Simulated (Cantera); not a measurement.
An adiabatic, constant-volume homogeneous reactor starts with H2 : O2 : N2 : NO = 1 : 1.32 : 4.95 : 0.03 (molar parts), at 1575 K and 1.00 bar. Integrator tolerance rtol = 1e-08.

Model: GRI-Mech 3.0 (53 species, 325 reactions), integrated in Cantera.

Q: What does this change do: H2 1 to 0.63 parts?

A: 
| quantity | before | after |
|---|---|---|
| time of steepest temperature rise | 12.3 µs | 14.4 µs |
| temperature at 2.00 s | 2560 K | 2294 K |
| equilibrium temperature | 2560 K | 2294 K |
| x(H2) at 2.00 s | 0.00263 (gas-phase equilibrium 0.00263) | 0.000411 (gas-phase equilibrium 0.000411) |
| x(O2) at 2.00 s | 0.108 (gas-phase equilibrium 0.108) | 0.146 (gas-phase equilibrium 0.146) |
| x(NO) at 2.00 s | 0.0175 (gas-phase equilibrium 0.0175) | 0.0126 (gas-phase equilibrium 0.0126) |
| x(N2) at 2.00 s | 0.715 (gas-phase equilibrium 0.715) | 0.742 (gas-phase equilibrium 0.742) |
| x(H2O) at 2.00 s | 0.135 (gas-phase equilibrium 0.135) | 0.0916 (gas-phase equilibrium 0.0916) |
| x(OH) at 2.00 s | 0.0154 (gas-phase equilibrium 0.0154) | 0.00578 (gas-phase equilibrium 0.00578) |

Q: What does this change do: constant pressure in place of constant volume?

A: 
```csv
quantity,before,after
time of steepest temperature rise,12.3 µs,12.2 µs
temperature at 2.00 s,2560 K,2422 K
equilibrium temperature,2560 K,2422 K
x(H2) at 2.00 s,0.00263 (gas-phase equilibrium 0.00263),0.00168 (gas-phase equilibrium 0.00168)
x(O2) at 2.00 s,0.108 (gas-phase equilibrium 0.108),0.112 (gas-phase equilibrium 0.112)
x(NO) at 2.00 s,0.0175 (gas-phase equilibrium 0.0175),0.0140 (gas-phase equilibrium 0.0140)
x(N2) at 2.00 s,0.715 (gas-phase equilibrium 0.715),0.719 (gas-phase equilibrium 0.719)
x(H2O) at 2.00 s,0.135 (gas-phase equilibrium 0.135),0.138 (gas-phase equilibrium 0.138)
x(OH) at 2.00 s,0.0154 (gas-phase equilibrium 0.0154),0.0113 (gas-phase equilibrium 0.0113)
```
